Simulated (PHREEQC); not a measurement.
Consider water at 5 °C with 0.02 mol/kgw H2SO4 and 0.00016 mol/kgw Li2SO4. Closed to the air; pH follows from the charge balance.

Model: ion-association model, wateq4f.dat, run in PHREEQC.

```
quantity                  before     after
------------------------  ------  --------
pH                          1.59      2.19
ionic strength (mol/kgw)  0.0402    0.0102
HSO4- (mol/kgw)           0.0101  0.000962
SO4-2 (mol/kgw)           0.0100   0.00307
```

### Question
What was changed between the two runs?
A. Li2SO4 replaced by Cs2SO4 at the same molality
B. diluted 5-fold with water
C. temperature from 5 to 25 °C
D. Li2SO4 from 0.00016 to 3.2e-05 mol/kgw
E. temperature from 5 to 75 °C

### Answer
B, diluted 5-fold with water

No solid was allowed to form. Away from 25 °C the constants follow the database's enthalpies or fits; those with neither stay at their 25 °C values.
